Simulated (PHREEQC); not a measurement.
A solution holds 0.0097 mol NH4HF2, 0.0013 mol H2SiF6, 0.00015 mol H3BO3 and 0.00034 mol H2SO4 per kg of water, at 37 °C. Closed to the air; pH follows from the charge balance.

Model: ion-association model, phreeqc.dat, run in PHREEQC.

Each row changes one thing in this solution. Precipitation was switched off in this run.

```
case                                     pH  ionic strength (mol/kgw)  HF (mol/kgw)  F- (mol/kgw)  HF2- (mol/kgw)  BF4- (mol/kgw)
-------------------------------------  ----  ------------------------  ------------  ------------  --------------  --------------
as made                                3.02                    0.0123        0.0111       0.00703        0.000324        0.000142
H2SiF6 left out                        3.23                    0.0106       0.00895       0.00919        0.000340        0.000140
temperature from 37 to 20 °C           2.92                    0.0126        0.0109       0.00734        0.000294        0.000145
diluted 5-fold with water              3.22                   0.00284       0.00212       0.00200         1.76e-5         8.64e-6
temperature from 37 to 10 °C           2.86                    0.0128        0.0107       0.00755        0.000268        0.000146
H2SiF6 from 0.0013 to 0.00143 mol/kgw  3.00                    0.0125        0.0113       0.00683        0.000321        0.000142
H2SO4 left out                         3.07                    0.0119        0.0106       0.00755        0.000331        0.000142
H2SO4 from 0.00034 to 0.00068 mol/kgw  2.97                    0.0127        0.0117       0.00653        0.000315        0.000143
```

Complexes and solids missing from the database can't appear. At this temperature some constants are extrapolated from 25 °C, and those without enthalpy data are left unchanged. SiF6-2 is the database's only silicon fluoride. Real BF4- forms and hydrolyses slowly; the run takes it at equilibrium.
